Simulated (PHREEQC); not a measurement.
Buffer: speciation

Make-up at 25 °C: 0.14 mol H3PO4, 3.1e-05 mol Na2HPO4 and 4.3e-05 mol KCl per kg of water. Closed to the air; pH follows from the charge balance.

Computed with PHREEQC (ion-association model, phreeqc.dat).

This is a speciation only: nothing precipitates in the calculation.

Problem. Predict the pH, specific conductance, ionic strength.

Solution. pH 1.56; specific conductance 10700 µS/cm; ionic strength 0.0316 mol/kgw.

Problem. In which forms is P present?

Solution. H3PO4 77 %, H2PO4- 23 % of the P.

Complexes and solids missing from the database can't appear.
